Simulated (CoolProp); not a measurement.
The fluid at 396.15 K and 0.0447 MPa flows at 0.13 m/s in a round tube of 10 mm bore and 15 µm roughness, fully developed (64/Re and Nu = 3.66 if laminar; Colebrook and Gnielinski if turbulent). The same conditions are run with several fluids, on thermodynamics alone (safety and materials aside).

Computed with CoolProp (reference Helmholtz-energy equation of state of each fluid (ethylbenzene: Zhou 2012; C3F8 (R218): Lemmon 2006; c-C4F8 (RC318): Platzer 1990; R124: de Vries 1995; n-octane: Beckmüller 2019)). The equations of Platzer and Polt are older, rougher fits.

Task: Rank ethylbenzene, C3F8 (R218), c-C4F8 (RC318), R124, n-octane by Reynolds number, highest first.

Result: n-octane (275), c-C4F8 (RC318) (232), ethylbenzene (209), C3F8 (R218) (203), R124 (141)

```
fluid           Darcy friction factor  pressure drop (Pa/m)  heat-transfer coefficient (W/(m² K))  mass flow (kg/h)
--------------  ---------------------  --------------------  ------------------------------------  ----------------
ethylbenzene                    0.306                 0.381                                  6.58            0.0541
C3F8 (R218)                     0.316                 0.683                                  7.59            0.0941
c-C4F8 (RC318)                  0.276                 0.636                                  6.89             0.100
R124                            0.453                 0.712                                  7.82            0.0684
n-octane                        0.233                 0.313                                  7.20            0.0584
```

Transport values come from each fluid's own correlations; those of ethylbenzene, C3F8 (R218), c-C4F8 (RC318), R124 are estimates that may be off by 10 % or more.
